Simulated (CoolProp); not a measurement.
Computed with CoolProp (reference Helmholtz-energy equation of state, Akasaka 2015).

Problem. For R245fa, give the phase and the density (kg/m³), cp (kJ/(kg K)), expansivity (1/kK) at 400.3 K and 29.2 bar; 440 K and 29.2 bar.

Solution. 
- 400.3 K and 29.2 bar: liquid; density 976, cp 1.81, expansivity 6.64
- 440 K and 29.2 bar: gas; density 154, cp 1.50, expansivity 8.33
